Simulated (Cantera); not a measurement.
A closed system holds: 1 mol CO, 0.024 mol NH3, a varied amount of N2, held at 1798.15 K and 0.200 bar.

Equilibrium computed with Cantera from the NASA thermochemical tables; the gas is ideal and each condensed phase is pure. Candidate condensed phases: C, C6H6, C7H8, C8H18, H2O; 136 gas species. Rates play no part.

x: gas mole fraction; nothing condenses.

| n(N2) (mol) | x N2 | x CO | x H2 | x H | x HCN | x CO2 | x H2O |
|---|---|---|---|---|---|---|---|
| 0.68 | 0.400 | 0.579 | 0.0207 | 0.000114 | [?] | 5.06e-5 | 6.92e-6 |
| 1.6 | 0.609 | 0.378 | 0.0135 | 9.17e-5 | [?] | 3.29e-5 | 4.50e-6 |
| 2.5 | 0.708 | 0.282 | 0.0101 | 7.92e-5 | [?] | 2.37e-5 | 3.24e-6 |
| 3.4 | 0.767 | 0.225 | 0.00805 | 7.07e-5 | [?] | 1.82e-5 | 2.49e-6 |
| 4.3 | 0.806 | 0.187 | 0.00669 | 6.45e-5 | [?] | 1.47e-5 | 2.00e-6 |
| 5.2 | 0.834 | 0.160 | 0.00572 | 5.96e-5 | [?] | 1.22e-5 | 1.66e-6 |
| 6.1 | 0.855 | 0.140 | 0.00500 | 5.57e-5 | [?] | 1.04e-5 | 1.41e-6 |
| 7.1 | 0.873 | 0.123 | 0.00439 | 5.22e-5 | [?] | 8.84e-6 | 1.20e-6 |
| 8 | 0.885 | 0.111 | 0.00395 | 4.95e-5 | [?] | 7.78e-6 | 1.06e-6 |
| 8.9 | 0.896 | 0.101 | 0.00359 | 4.72e-5 | [?] | 6.93e-6 | 9.44e-7 |
| 9.8 | 0.904 | 0.0922 | 0.00329 | 4.52e-5 | [?] | 6.24e-6 | 8.49e-7 |

Question: Some entries are withheld; supply them.

Answer: 
- 0.68, x HCN: 5.54e-5
- 1.6, x HCN: 3.61e-5
- 2.5, x HCN: 2.60e-5
- 3.4, x HCN: 2.00e-5
- 4.3, x HCN: 1.61e-5
- 5.2, x HCN: 1.33e-5
- 6.1, x HCN: 1.13e-5
- 7.1, x HCN: 9.68e-6
- 8, x HCN: 8.52e-6
- 8.9, x HCN: 7.59e-6
- 9.8, x HCN: 6.83e-6
